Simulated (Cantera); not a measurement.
A closed system holds: 1 mol S, 0.17 mol SO2, 0.21 mol O2, at 100 Torr.

Method: chemical equilibrium by Gibbs-energy minimisation in Cantera with the NASA 1993 tables (ideal gas, pure condensed phases). Candidate condensed phases: S; 17 gas species. Ions and electrons are included (thermal ionisation). Kinetics and transport are ignored. All values below are at 3500 K.

Base state: S 0.455, SO 0.302, O 0.158, SO2 0.0366, S2 0.0349, O2 0.0137, S2O 0.000369 (mole fractions); condensed: gas only.

What changes in the equilibrium state with this change: S replaced by NH3?


```tsv
species	before	after
H	0	0.529
N2	0	0.133
O	0.158	0.114
S	0.455	0.0291
SO	0.302	0.0139
H2	0	0.107
OH	0	0.0396
H2O	0	0.0174
S2	0.0349	0.000143
SO2	0.0366	0.00122
O2	0.0137	0.00712
NO	0	0.00608
SH	0	0.00184
N	0	0.000222
H2S	0	2.69e-5
```
Further candidate phases: H2O, H2SO4.

What changes in the equilibrium state with this change: S replaced by CO2?


| species | before | after |
|---|---|---|
| O | 0.158 | 0.426 |
| CO | 0 | 0.378 |
| O2 | 0.0137 | 0.0996 |
| S | 0.455 | 0.0204 |
| CO2 | 0 | 0.0277 |
| S2 | 0.0349 | 7.03e-5 |
| SO | 0.302 | 0.0364 |
| SO2 | 0.0366 | 0.0119 |
| S2O | 0.000369 | 2.00e-6 |
Further candidate phases: C.
